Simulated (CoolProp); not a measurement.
Computed with CoolProp (reference Helmholtz-energy equation of state, Penoncello 2003).

For CHF3 (R23), give the phase and the density (kg/m³), Joule-Thomson coefficient (K/MPa), isothermal compressibility (1/MPa), fugacity coefficient at 40.25 °C and 80.1 bar; 69.65 °C and 80.1 bar.


- 40.25 °C and 80.1 bar: supercritical; density 745, Joule-Thomson coefficient 2.78, isothermal compressibility 0.102, fugacity coefficient 0.524
- 69.65 °C and 80.1 bar: supercritical; density 351, Joule-Thomson coefficient 6.54, isothermal compressibility 0.223, fugacity coefficient 0.665
